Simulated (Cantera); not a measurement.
A closed system holds: 1 mol Si2Cl6, 130 mol H2, equilibrated at 1.33 mbar.

Cantera equilibrium calculation (NASA polynomials, part measured and part estimated; ideal gas, pure solids and liquids). Candidate condensed phases: Si; 19 gas species. The feed counts by its element totals alone. The tables' values for SiCl3 are old estimates; treat these amounts as uncertain. The numbers say what is thermodynamically allowed, not how fast it happens. All values below are at 825 °C.

Base state: H2 0.960, HCl 0.0359, SiCl2 0.00272, SiCl4 0.000546, SiCl3 0.000325, SiHCl3 0.000213 (mole fractions); condensed: Si(s).

Task: What changes in the equilibrium state with this change: pressure from 1.33 mbar to 1.30 bar?

Result: 
```json
[
 {"species": "H2", "before": "0.960", "after": "0.979"},
 {"species": "HCl", "before": "0.0359", "after": "0.0107"},
 {"species": "SiHCl3", "before": "0.000213", "after": "0.00533"},
 {"species": "SiH3Cl", "before": "1.22e-7", "after": "3.61e-5"},
 {"species": "SiH2Cl2", "before": "9.91e-6", "after": "0.000852"},
 {"species": "SiCl2", "before": "0.00272", "after": "0.000236"},
 {"species": "Si(s), mol", "before": "1.49", "after": "0.592"}
]
```
